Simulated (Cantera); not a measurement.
## Thermodynamics of silicon carbide growth, feed (CH3)2SiCl2 + HCl + H2 + C2H4

Input: 1 mol (CH3)2SiCl2, 0.077 mol HCl, 3.9 mol H2, 0.66 mol C2H4, at 1250 K.

Cantera equilibrium calculation (NASA polynomials, part measured and part estimated; ideal gas, pure solids and liquids). Candidate condensed phases: C, C6H6, C7H8, C8H18, Si, SiC; 109 gas species. The feed counts by its element totals alone. The tables' values for SiCl3 are old estimates; treat these amounts as uncertain. The numbers say what is thermodynamically allowed, not how fast it happens.

| P (Pa) | x H2 | x HCl | x SiCl4 | x CH4 | x SiHCl3 | x SiCl3 | n C(graphite) | n SiC(s) |
|---|---|---|---|---|---|---|---|---|
| 100 | 0.777 | 0.222 | 5.00e-5 | 6.64e-6 | 6.21e-6 | 5.02e-5 | 2.32 | 0.996 |
| 220 | 0.777 | 0.222 | 0.000109 | 1.46e-5 | 1.36e-5 | 7.42e-5 | 2.33 | 0.995 |
| 460 | 0.778 | 0.221 | 0.000226 | 3.06e-5 | 2.82e-5 | 0.000106 | 2.33 | 0.993 |
| 1000 | 0.779 | 0.220 | 0.000480 | 6.66e-5 | 6.03e-5 | 0.000154 | 2.33 | 0.990 |
| 2200 | 0.780 | 0.218 | 0.00101 | 0.000147 | 0.000128 | 0.000221 | 2.33 | 0.984 |
| 4600 | 0.783 | 0.214 | 0.00194 | 0.000310 | 0.000253 | 0.000300 | 2.34 | 0.974 |
| 10000 | 0.788 | 0.207 | 0.00363 | 0.000682 | 0.000493 | 0.000396 | 2.36 | 0.955 |
| 22000 | 0.795 | 0.196 | 0.00628 | 0.00153 | 0.000909 | 0.000490 | 2.38 | 0.927 |
| 46000 | 0.803 | 0.182 | 0.00958 | 0.00326 | 0.00151 | 0.000559 | 2.40 | 0.891 |
| 100000 | 0.811 | 0.164 | 0.0137 | 0.00724 | 0.00241 | 0.000602 | 2.41 | 0.846 |
x: gas mole fraction; n: condensed amount in mol.

From 0.00100 bar to 1.00 bar the condensed part is C(graphite) + SiC(s). The main Si-bearing gas is SiCl2 at 0.00100 bar and SiCl4 at 1.00 bar. The share of Si in condensed phases is highest at 0.00100 bar (99.6 %) and lowest at 1.00 bar (84.6 %).
